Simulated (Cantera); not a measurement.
What does this Cantera script print?

```python
import numpy as np
import cantera as ct

gas_names = """
    Na NaO Na2 Na2O Na2SO4 O O2 O3 S SO SO2 SO3 S2 S2O S8
""".split()
cond_names = """
    Na(cr) Na(L) NaO2(s) Na2O(c) Na2O(a) Na2O(L) Na2O2(a) Na2O2(b) Na2S(1) Na2S(2) Na2S(L) Na2SO4(V)
    Na2SO4(IV) Na2SO4(I) Na2SO4(L) S(cr1) S(cr2) S(L)
""".split()


# ... load() reads the species with a 1 bar reference pressure and builds the phases ...
atoms = {
    'Na2SO4': {'Na': 2, 'S': 1, 'O': 4},
    'O2': {'O': 2},
}
top_T = {'NaO2(s)': 800, 'Na2O2(b)': 940}  # K; cautious upper limits of use, not melting points


# ... equilibrate(T, P, feed) seeds the gas with the atoms and calls Mixture.equilibrate('TP', solver="vcs", rtol=1e-11, max_steps=5000) ...
results = []
feed = {'Na2SO4': 1, 'O2': 2}  # mol
P = 150  # Pa
for T in [923, 1073, 1223, 1373, 1523, 1673, 1823, 1973, 2123, 2273]:
    mix = equilibrate(T, P, feed)
    results.append((T, P, feed, dict(zip(mix.species_names, mix.species_moles))))
    x = sorted(zip(gas.X, gas.species_names), reverse=True)
    print(f"T = {T:g} K  P = {P:g} Pa  gas = {mix.phase_moles(0):.4g} mol")
    print("   x: " + "  ".join(f"{s} {v:.3e}" for v, s in x if v > 0.0001))
    print("   condensed (mol): " + ("  ".join(f"{mix.phase(i).name} {mix.phase_moles(i):.4g}"
          for i in range(1, mix.n_phases) if mix.phase_moles(i) > 1e-12) or "none"))
```

Output:

```
T = 923 K  P = 150 Pa  gas = 2 mol
   x: O2 1.000e+00
   condensed (mol): Na2SO4(I) 1
T = 1073 K  P = 150 Pa  gas = 2 mol
   x: O2 1.000e+00
   condensed (mol): Na2SO4(I) 1
T = 1223 K  P = 150 Pa  gas = 2 mol
   x: O2 9.998e-01  Na2SO4 1.517e-04
   condensed (mol): Na2SO4(L) 0.9997
T = 1373 K  P = 150 Pa  gas = 2.011 mol
   x: O2 9.951e-01  Na2SO4 3.013e-03  Na 1.264e-03  SO2 6.377e-04
   condensed (mol): Na2SO4(L) 0.9927
T = 1523 K  P = 150 Pa  gas = 2.262 mol
   x: O2 9.051e-01  Na 4.184e-02  Na2SO4 3.137e-02  SO2 2.109e-02  NaO 3.857e-04  O 1.355e-04
   condensed (mol): Na2SO4(L) 0.8813
T = 1673 K  P = 150 Pa  gas = 5.809 mol
   x: O2 5.044e-01  Na 3.209e-01  SO2 1.613e-01  Na2SO4 1.076e-02  NaO 1.867e-03  O 6.129e-04
   condensed (mol): none
T = 1823 K  P = 150 Pa  gas = 6.003 mol
   x: O2 4.976e-01  Na 3.314e-01  SO2 1.663e-01  O 2.748e-03  NaO 1.663e-03  SO 1.555e-04
   condensed (mol): none
T = 1973 K  P = 150 Pa  gas = 6.027 mol
   x: O2 4.924e-01  Na 3.304e-01  SO2 1.652e-01  O 9.826e-03  NaO 1.462e-03  SO 7.043e-04
   condensed (mol): none
T = 2123 K  P = 150 Pa  gas = 6.093 mol
   x: O2 4.785e-01  Na 3.270e-01  SO2 1.615e-01  O 2.910e-02  SO 2.559e-03  NaO 1.286e-03
   condensed (mol): none
T = 2273 K  P = 150 Pa  gas = 6.25 mol
   x: O2 4.469e-01  Na 3.189e-01  SO2 1.522e-01  O 7.313e-02  SO 7.697e-03  NaO 1.108e-03  S 1.097e-04
   condensed (mol): none
```

Method: chemical equilibrium by Gibbs-energy minimisation in Cantera with the NASA 1993 tables (ideal gas, pure condensed phases).
